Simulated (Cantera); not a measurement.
An isothermal, constant-pressure homogeneous reactor starts with 90.9 % NO, 9.09 % N₂, at 2125 K and 0.440 bar.

Cantera simulation using GRI-Mech 3.0 (53 species, 325 reactions); the numbers are that mechanism's predictions, not measurements.

One state of this run: x NO = 0.0366; x N₂ = 0.527; x NO₂ = 4.95e-5; x O₂ = 0.435; x O = 0.00165. x: mole fraction; the columns are a selection and need not sum to one.

Question: Which value of t (s) does it belong to?
A. 3.76
B. 33.5
C. 1.26
D. 11.2

Answer: C, 1.26
